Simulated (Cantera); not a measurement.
Feed: 1 mol Si3N4, 1.7 mol N2O, 5.5 mol H2, at 39.0 Pa.

Equilibrium computed with Cantera from the NASA thermochemical tables; the gas is ideal and each condensed phase is pure. Candidate condensed phases: H2O, Si, SiO2, Si2N2O, Si3N4; 35 gas species. The tables' values for SiN are old estimates; treat these amounts as uncertain. Gases not in the tables: Si2H6 and higher silanes. Equilibrium is a limit: real reactors are often held back by kinetics, nucleation or transport.

x: gas mole fraction; n: condensed amount in mol.

```csv
T (°C),x H2,x N2,x SiO,x H,x Si,x SiH,x Si2,n Si(s),n Si(l)
1377,0.502,0.339,0.156,0.00326,0.000687,1.76e-5,2.32e-6,1.29,0
1452,0.498,0.337,0.155,0.00664,0.00260,5.19e-5,1.24e-5,0,1.27
1527,0.491,0.334,0.154,0.0127,0.00814,0.000129,4.92e-5,0,1.20
1602,0.475,0.327,0.150,[?],[?],[?],[?],0,[?]
1677,0.444,0.312,0.143,[?],[?],[?],[?],0,[?]
1752,0.406,0.294,0.135,0.0621,0.100,0.000807,0.000738,0,0
1827,0.380,0.289,0.133,0.0973,0.0996,0.000658,0.000378,0,0
1902,0.345,0.281,0.129,0.145,0.0977,0.000527,0.000197,0,0
```

Q: Some entries are withheld; supply them.

A: 
- 1677, x H: 0.0387
- 1677, x Si: 0.0611
- 1677, x SiH: 0.000614
- 1677, x Si2: 0.000559
- 1677, n Si(l): 0.541
- 1602, x H: 0.0229
- 1602, x Si: 0.0232
- 1602, x SiH: 0.000293
- 1602, x Si2: 0.000174
- 1602, n Si(l): 1.02
